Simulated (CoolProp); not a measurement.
Saturation properties of octamethyltrisiloxane (MDM).

Values from CoolProp's reference Helmholtz-energy equation of state, Thol 2017.

```csv
T (K),p (kPa),enthalpy of vaporisation (kJ/kg),liquid cp (kJ/(kg K)),surface tension (mN/m)
381.1,___,171.6,___,9.59
390.8,___,167.7,2.017,8.86
400.4,49.65,163.6,2.043,8.15
410.1,66.19,159.5,2.069,7.45
419.7,86.52,155.3,2.095,6.78
429.4,111.7,___,2.123,6.12
439,141.9,146.3,2.151,5.50
448.7,___,141.6,2.180,4.88
458.3,221.1,136.7,2.210,4.30
468,___,131.4,2.242,3.73
477.6,___,126.0,2.276,3.20
487.3,398.6,120.1,2.314,2.69
```

Question: Some entries are withheld; supply them.

Answer: 
- 381.1, p (kPa): 26.49
- 381.1, liquid cp (kJ/(kg K)): 1.991
- 390.8, p (kPa): 36.69
- 429.4, enthalpy of vaporisation (kJ/kg): 150.8
- 448.7, p (kPa): 178.4
- 468, p (kPa): 271.9
- 477.6, p (kPa): 330.3

It boils at 425.6 K under 1 atm.

Surface tension comes from a separate correlation (Mulero 2014), older than this fluid's equation and unchecked against measurements.
